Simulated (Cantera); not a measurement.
Charge: 1 mol SiC, 0.014 mol N₂O, 8.6 mol N₂, held at 1825 °C and 10000 Pa.

Method: chemical equilibrium by Gibbs-energy minimisation in Cantera with the NASA 1993 tables (ideal gas, pure condensed phases). Candidate condensed phases: C, Si, SiC, SiO₂, Si₂N₂O, Si₃N₄; 34 gas species. The tables' values for SiN are old estimates; treat these amounts as uncertain. The numbers say what is thermodynamically allowed, not how fast it happens.

Base state: N₂ 0.998, CO 0.00116, Si 0.000592, SiO 0.000460, SiN 3.89e-5, Si₂C 2.40e-5, Si₂N 2.12e-5 (mole fractions); condensed: SiC(s).

Question: What changes in the equilibrium state with this change: temperature from 1825 °C to 1327 °C?

Answer: 
```json
[
 {"species": "N₂", "before": "0.998", "after": "0.999"},
 {"species": "CO", "before": "0.00116", "after": "0.00108"},
 {"species": "SiO", "before": "0.000460", "after": "1.22e-5"},
 {"species": "Si", "before": "0.000592", "after": "2.02e-8"},
 {"species": "Si₂C", "before": "2.40e-5", "after": "<1e-9"},
 {"species": "Si₂N", "before": "2.12e-5", "after": "<1e-9"},
 {"species": "SiN", "before": "3.89e-5", "after": "5.50e-9"},
 {"species": "SiC(s), mol", "before": "0.990", "after": "0.991"},
 {"species": "Si₂N₂O(s), mol", "before": "0", "after": "0.00460"}
]
```
Mutual solubility and eutectic melting of coexisting phases are not modelled.
